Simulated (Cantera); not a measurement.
Cantera run, input and output.

```python
import numpy as np
import cantera as ct

gas = ct.Solution("gri30.yaml", transport_model="multicomponent")
show = ['O', 'H2O', 'NH3']

rows = []
print(f"{'T/K':>7s}{'rho':>11s}{'cp':>10s}{'mu':>11s}{'lambda':>11s}{'Pr':>7s}" + "".join(f"{'D_' + s:>11s}" for s in show))
for T in [400, 600, 800, 1000, 1200, 1400, 1600]:
    gas.TPX = T, 26, {'C2H2': 0.69, 'C3H8': 0.52, 'C2H4': 0.71}
    Pr = gas.cp_mass * gas.viscosity / gas.thermal_conductivity
    D = [gas.mix_diff_coeffs_mole[gas.species_index(s)] for s in show]
    rows.append([gas.density, gas.cp_mass, gas.viscosity, gas.thermal_conductivity, Pr, *D])
    print(f"{T:7g}{gas.density:11.4e}{gas.cp_mass:10.1f}{gas.viscosity:11.4e}"
          f"{gas.thermal_conductivity:11.4e}{Pr:7.3f}" + "".join(f"{d:11.4e}" for d in D))
print("SI units: kg/m3, J/kg/K, Pa s, W/m/K, m2/s")
```

Output:

```
    T/K        rho        cp         mu     lambda     Pr        D_O      D_H2O      D_NH3
    400 2.4762e-04    1989.5 1.2575e-05 3.3109e-02  0.756 1.4822e-01 1.0237e-01 9.9405e-02
    600 1.6508e-04    2587.5 1.7799e-05 6.0380e-02  0.763 3.0116e-01 2.2476e-01 2.1659e-01
    800 1.2381e-04    3023.4 2.2286e-05 8.8010e-02  0.766 4.9239e-01 3.8438e-01 3.6844e-01
   1000 9.9049e-05    3362.1 2.6273e-05 1.1531e-01  0.766 7.1779e-01 5.7612e-01 5.5024e-01
   1200 8.2541e-05    3609.0 2.9901e-05 1.4104e-01  0.765 9.7462e-01 7.9655e-01 7.5884e-01
   1400 7.0749e-05    3809.6 3.3260e-05 1.6578e-01  0.764 1.2609e+00 1.0433e+00 9.9206e-01
   1600 6.1905e-05    3971.3 3.6410e-05 1.8938e-01  0.764 1.5750e+00 1.3145e+00 1.2483e+00
SI units: kg/m3, J/kg/K, Pa s, W/m/K, m2/s
```

Model: GRI-Mech 3.0 (53 species, 325 reactions), integrated in Cantera. The composition is frozen, though it would react at the higher temperatures.
